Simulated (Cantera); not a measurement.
A closed system holds: 1 mol Si, 1.5 mol NF₃, 0.13 mol N₂, at 425 °C and 7200 Pa.

These are equilibrium values from Cantera (NASA tables, ideal gas, pure condensed phases), not measurements of a reactor. Candidate condensed phases: Si, Si₃N₄; 16 gas species. The numbers say what is thermodynamically allowed, not how fast it happens.

Base state: SiF₄ 0.500, N₂ 0.407, NF₃ 0.0663, F₂ 0.0253, F 0.000823 (mole fractions); condensed: gas only.

Q: What changes in the equilibrium state with this change: pressure from 7200 Pa to 2.50 Pa?

A: 
```csv
species,before,after
SiF₄,0.500,0.452
N₂,0.407,0.397
F,0.000823,0.0759
NF₃,0.0663,0.000116
F₂,0.0253,0.0748
```
